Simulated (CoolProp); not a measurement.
A simple Rankine cycle with water: condensing at 301.15 K, boiler at 4.13 MPa, turbine inlet 527.3 K, turbine efficiency 0.9, pump efficiency 0.7, no recuperator. Each further row changes one setting.

The numbers come from the reference Helmholtz-energy equation of state, Wagner 2002 in CoolProp.

| case | thermal efficiency (%) | net work (kJ/kg) | heat in (kJ/kg) | turbine exit temperature (K) | volume ratio over the turbine |
|---|---|---|---|---|---|
| as stated | 32.8 | 881 | 2680 | 301.2 | (withheld) |
| turbine inlet 547.3 K | (withheld) | 909 | 2760 | 301.2 | 531 |
| condensing temperature 293.15 K | (withheld) | (withheld) | (withheld) | 293.1 | 871 |
| boiler pressure 2.89 MPa | 31.6 | 870 | (withheld) | 301.2 | (withheld) |
| turbine efficiency 0.8 | 29.1 | (withheld) | 2680 | 301.2 | 590 |

**Question.** Complete the blanks.

**Answer.** 
- as stated, volume ratio over the turbine: 559
- turbine inlet 547.3 K, thermal efficiency (%): 33.0
- condensing temperature 293.15 K, thermal efficiency (%): 33.9
- condensing temperature 293.15 K, net work (kJ/kg): 922
- condensing temperature 293.15 K, heat in (kJ/kg): 2720
- boiler pressure 2.89 MPa, heat in (kJ/kg): 2750
- boiler pressure 2.89 MPa, volume ratio over the turbine: 379
- turbine efficiency 0.8, net work (kJ/kg): 782

The expansion ends wet for: as stated; turbine inlet 547.3 K; condensing temperature 293.15 K; boiler pressure 2.89 MPa; turbine efficiency 0.8.
